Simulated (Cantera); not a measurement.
A freely propagating, adiabatic, planar premixed flame of CH4 : C2H6 : C3H8 : O2 : N2 = 1 : 0.46 : 0.089 : 2.9 : 10.9 (molar parts), equivalence ratio 1.4, unburnt at 548 K and 1.28 atm; mixture-averaged transport, grid criteria slope 0.08 and curve 0.16, no radiation.

Detailed kinetics in Cantera: GRI-Mech 3.0 (53 species, 325 reactions). Burning velocities carry a grid error of a few per cent, more on coarse grids.

Problem. How do the results move with these cheaper or finer settings: unity-Lewis-number transport; multicomponent transport; multicomponent+Soret transport; grid criteria slope 0.5, curve 1; grid criteria slope 0.25, curve 0.5; grid criteria slope 0.03, curve 0.06?

Solution. 
```
setting                               laminar burning velocity  thermal thickness  peak x(HO2)  peak x(CH2CO)  grid points
------------------------------------  ------------------------  -----------------  -----------  -------------  -----------
as above                                             69.7 cm/s           0.347 mm     0.000215       0.000970          143
unity-Lewis-number transport                         48.3 cm/s           0.437 mm     0.000147       0.000603          146
multicomponent transport                             69.6 cm/s           0.352 mm     0.000215       0.000978          144
multicomponent+Soret transport                       69.9 cm/s           0.346 mm     0.000222       0.000983          144
grid criteria slope 0.5, curve 1                     76.5 cm/s           0.387 mm     0.000216       0.000951           35
grid criteria slope 0.25, curve 0.5                  72.5 cm/s           0.356 mm     0.000215       0.000968           59
grid criteria slope 0.03, curve 0.06                 69.1 cm/s           0.342 mm     0.000216       0.000971          359
```
The base run took about 13 core-seconds (a rough figure).
Unity Lewis numbers drop preferential diffusion, which matters most where H2 and H carry the flame; Soret adds thermal diffusion.
